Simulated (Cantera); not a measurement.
## Thermodynamics of fluorocarbon and chlorocarbon gases, feed CH3F + H2

A closed system holds: 1 mol CH3F, 0.31 mol H2, equilibrated at 852 °C and 1.00 Torr.

Method: chemical equilibrium by Gibbs-energy minimisation in Cantera with the NASA 1993 tables (ideal gas, pure condensed phases). Candidate condensed phases: C, C6H6, C7H8, C8H18; 95 gas species. Equilibrium is a limit: real reactors are often held back by kinetics, nucleation or transport.

```json
{
 "x(H2)": "0.567",
 "x(HF)": "0.433",
 "x(CH4)": "1.24e-5",
 "n(C(graphite))": "1.000 mol",
 "gas_amount": "2.310 mol"
}
```
